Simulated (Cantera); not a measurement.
A closed system holds: 1 mol Fe3O4, 1 mol H2, 42 mol N2, at 1148 K and 100 Torr.

These are equilibrium values from Cantera (NASA tables, ideal gas, pure condensed phases), not measurements of a reactor. Candidate condensed phases: Fe, FeO, Fe(OH)2, Fe(OH)3, Fe2O3, Fe3O4, H2O; 27 gas species. Mutual solubility and eutectic melting of coexisting phases are not modelled. The tables' stoichiometric FeO is somewhat more stable than real wüstite, so its field is too wide. FeO: taken at fixed stoichiometry. Kinetics and transport are ignored.

Base state: N2 0.977, H2O 0.0222, H2 0.00103 (mole fractions); condensed: FeO(s) + Fe3O4(s).

### Question
What changes in the equilibrium state with this change: Fe3O4 replaced by Cu2O?

### Answer
| species | before | after |
|---|---|---|
| N2 | 0.977 | 0.977 |
| H2O | 0.0222 | 0.0233 |
| H2 | 0.00103 | 6.97e-7 |
| FeO(s), mol | 2.87 | 0 |
| Fe3O4(s), mol | 0.0443 | 0 |
| Cu(s), mol | 0 | 2.00 |
Further candidate phases: Cu, CuO, Cu(OH)2, Cu2O.
